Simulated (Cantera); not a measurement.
Feed: 1 mol Al, 0.94 mol H2O, 0.34 mol CO, 2.5 mol NH3, at 10000 Pa.

These are equilibrium values from Cantera (NASA tables, ideal gas, pure condensed phases), not measurements of a reactor. Candidate condensed phases: Al, AlN, Al2O3, C, C6H6, C7H8, C8H18, H2O; 148 gas species. Mutual solubility and eutectic melting of coexisting phases are not modelled. The numbers say what is thermodynamically allowed, not how fast it happens.

Task: At 1225 K, list the 4 most abundant gas species with their mole fractions, and the condensed phases.

Result: H2 0.798, N2 0.200, CH4 0.000836, CO 0.000624. Condensed: AlN(s) + Al2O3(s) + C(graphite).
